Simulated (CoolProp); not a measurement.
Properties of CHF3 (R23) along the isotherm -39.75 °C.

Values from CoolProp's reference Helmholtz-energy equation of state, Penoncello 2003.

```
p (kPa)   phase  density (kg/m³)  cv (kJ/(kg K))  isothermal compressibility (1/MPa)  Prandtl number  fugacity coefficient
-------  ------  ---------------  --------------  ----------------------------------  --------------  --------------------
153         gas            5.680          0.5389                               6.731           0.773                0.9727
258         gas            9.782          0.5569                               4.084           0.799                0.9539
435         gas            17.15          0.5928                               2.533           0.857                0.9221
734      liquid             1269          0.7322                          (withheld)            2.18                0.8474
1240     liquid             1271          0.7317                            0.004141            2.18                0.5089
2090     liquid             1276          0.7309                          (withheld)            2.18                0.3093
3530     liquid             1283          0.7297                            0.003756            2.18                0.1907
5960     liquid       (withheld)          0.7283                            0.003429            2.18                0.1209
10100    liquid             1311          0.7271                            0.002999            2.19            (withheld)
17000    liquid             1336          0.7267                            0.002501            2.22               0.05737
28600    liquid             1371          0.7287                            0.001978            2.29               0.04645
48300    liquid             1418          0.7345                            0.001482            2.42               0.04577
```

Question: Some entries are withheld; supply them.

Answer: 
- 734, isothermal compressibility (1/MPa): 0.004239
- 2090, isothermal compressibility (1/MPa): 0.003988
- 5960, density (kg/m³): 1294
- 10100, fugacity coefficient: 0.08001

Viscosity comes from a separate model (Shan 2000). Thermal conductivity comes from a separate model (Shan 2000).
